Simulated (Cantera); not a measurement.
A freely propagating, adiabatic, planar premixed flame of CH4 : C2H6 : O2 : N2 = 1 : 0.28 : 2.7 : 12.9 (molar parts), unburnt at 700 K and 0.780 atm; mixture-averaged transport, grid criteria slope 0.08 and curve 0.16, no radiation.

Detailed kinetics in Cantera: GRI-Mech 3.0 (53 species, 325 reactions). Burning velocities carry a grid error of a few per cent, more on coarse grids.

x: mole fraction of selected species; z is measured from the peak of heat release.

```json
[
 {"z (mm)": "-1.34", "T (K)": "700", "u (m/s)": "1.38", "x CH4": "0.0591", "x C2H6": "0.0166", "x O2": "0.160", "x C2H": "<1e-8", "x HCO": "<1e-8", "x CH3": "2.07e-8"},
 {"z (mm)": "-0.892", "T (K)": "702", "u (m/s)": "1.39", "x CH4": "0.0589", "x C2H6": "0.0165", "x O2": "0.159", "x C2H": "<1e-8", "x HCO": "<1e-8", "x CH3": "2.20e-7"},
 {"z (mm)": "-0.669", "T (K)": "709", "u (m/s)": "1.40", "x CH4": "0.0584", "x C2H6": "0.0165", "x O2": "0.158", "x C2H": "<1e-8", "x HCO": "<1e-8", "x CH3": "1.08e-6"},
 {"z (mm)": "-0.446", "T (K)": "757", "u (m/s)": "1.51", "x CH4": "0.0559", "x C2H6": "0.0160", "x O2": "0.154", "x C2H": "<1e-8", "x HCO": "<1e-8", "x CH3": "[?]"},
 {"z (mm)": "-0.223", "T (K)": "1070", "u (m/s)": "2.17", "x CH4": "0.0419", "x C2H6": "0.0116", "x O2": "0.127", "x C2H": "<1e-8", "x HCO": "1.02e-6", "x CH3": "0.000564"},
 {"z (mm)": "-0.112", "T (K)": "[?]", "u (m/s)": "2.94", "x CH4": "[?]", "x C2H6": "[?]", "x O2": "[?]", "x C2H": "[?]", "x HCO": "[?]", "x CH3": "0.00256"},
 {"z (mm)": "0", "T (K)": "1769", "u (m/s)": "3.68", "x CH4": "0.00682", "x C2H6": "0.000278", "x O2": "0.0500", "x C2H": "8.27e-7", "x HCO": "6.38e-5", "x CH3": "0.00238"},
 {"z (mm)": "0.112", "T (K)": "1916", "u (m/s)": "3.99", "x CH4": "0.000648", "x C2H6": "1.21e-6", "x O2": "0.0251", "x C2H": "6.52e-7", "x HCO": "2.33e-5", "x CH3": "0.000349"},
 {"z (mm)": "0.223", "T (K)": "1954", "u (m/s)": "4.06", "x CH4": "3.08e-5", "x C2H6": "<1e-8", "x O2": "0.0158", "x C2H": "4.79e-8", "x HCO": "1.78e-6", "x CH3": "1.86e-5"},
 {"z (mm)": "0.446", "T (K)": "1987", "u (m/s)": "4.11", "x CH4": "5.53e-8", "x C2H6": "<1e-8", "x O2": "0.0112", "x C2H": "<1e-8", "x HCO": "7.48e-8", "x CH3": "3.68e-8"},
 {"z (mm)": "0.892", "T (K)": "2029", "u (m/s)": "4.18", "x CH4": "<1e-8", "x C2H6": "<1e-8", "x O2": "0.00919", "x C2H": "<1e-8", "x HCO": "5.43e-8", "x CH3": "<1e-8"},
 {"z (mm)": "1.78", "T (K)": "2082", "u (m/s)": "4.27", "x CH4": "<1e-8", "x C2H6": "<1e-8", "x O2": "0.00747", "x C2H": "<1e-8", "x HCO": "3.85e-8", "x CH3": "<1e-8"},
 {"z (mm)": "3.57", "T (K)": "2141", "u (m/s)": "4.37", "x CH4": "<1e-8", "x C2H6": "<1e-8", "x O2": "0.00551", "x C2H": "<1e-8", "x HCO": "2.42e-8", "x CH3": "<1e-8"}
]
```

### Question
Complete the blanks.

### Answer

- -0.446, x CH3: 1.40e-5
- -0.112, T (K): 1428
- -0.112, x CH4: 0.0247
- -0.112, x C2H6: 0.00470
- -0.112, x O2: 0.0917
- -0.112, x C2H: 2.65e-8
- -0.112, x HCO: 1.97e-5
